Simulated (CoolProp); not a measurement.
Computed with CoolProp (reference Helmholtz-energy equation of state, Colonna 2008). It is a short technical equation, of lower accuracy than the large ones.

### Question
For dodecamethylcyclohexasiloxane (D6), give the phase and the density (kg/m³), cp (kJ/(kg K)), cv (kJ/(kg K)), speed of sound (m/s) at 346.85 °C and 2340 kPa.

### Answer
- 346.85 °C and 2340 kPa: liquid; density 572, cp 2.22, cv 1.98, speed of sound 202
